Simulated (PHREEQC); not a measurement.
Make-up at 43 °C: 0.0022 mol/kgw HF, 0.03 mol/kgw FeCl3 and 0.0059 mol/kgw CuCl2. It is in equilibrium with CO2 at log p = -3.4 (atm). Otherwise closed; pH follows from the charge balance.

Computed with PHREEQC (ion-association model, wateq4f.dat).

```json
[
 {"quantity": "pH", "before": "1.97", "after": "1.98"},
 {"quantity": "ionic strength (mol/kgw)", "before": "0.149", "after": "0.156"},
 {"quantity": "Cl- (mol/kgw)", "before": "0.0897", "after": "0.0947"},
 {"quantity": "CuCl2 (mol/kgw)", "before": "2.80e-5", "after": "4.53e-5"},
 {"quantity": "SI of Tenorite (CuO)", "before": "-5.81", "after": "-5.63"},
 {"quantity": "SI of Cu(OH)2 (Cu(OH)2)", "before": "-6.83", "after": "-6.66"}
]
```

**Question.** What was changed between the two runs?
A) 0.00051 mol/kgw CaSO4 added
B) CuCl2 from 0.0059 to 0.00885 mol/kgw
C) temperature from 43 to 20 °C
D) CuCl2 from 0.0059 to 0.0295 mol/kgw
E) FeCl3 left out

**Answer.** B, CuCl2 from 0.0059 to 0.00885 mol/kgw

This is a speciation only: nothing precipitates in the calculation. Some of these states are supersaturated (in Hematite (slow to form), Goethite (slow to form), for instance). At this temperature some constants are extrapolated from 25 °C, and those without enthalpy data are left unchanged. Fluoro complexes past AlF4- and FeF3 are missing from the database.
